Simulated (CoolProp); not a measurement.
The fluid at 293.15 K and 1.84 MPa (gas) is heated at constant pressure to 319.3 K. The same conditions are run with several fluids, on thermodynamics alone (safety and materials aside).

The numbers come from the reference Helmholtz-energy equation of state of each fluid (carbon dioxide: Span 1996; nitrogen: Span 2000; C2F6 (R116): Lemmon 2006; dry air: Lemmon 2000; carbon monoxide: Lemmon 2006) in CoolProp. Blends and air are pseudo-pure fits.

```tsv
fluid	heat (kJ/kg)	final density (kg/m³)
carbon dioxide	26.0	33.0
nitrogen	27.9	___
C2F6 (R116)	___	___
dry air	___	___
carbon monoxide	28.0	___
```

Problem. Fill in the missing entries.

Solution. 
- nitrogen, final density (kg/m³): 19.4
- C2F6 (R116), heat (kJ/kg): 24.2
- C2F6 (R116), final density (kg/m³): 115
- dry air, heat (kJ/kg): 27.0
- dry air, final density (kg/m³): 20.1
- carbon monoxide, final density (kg/m³): 19.5
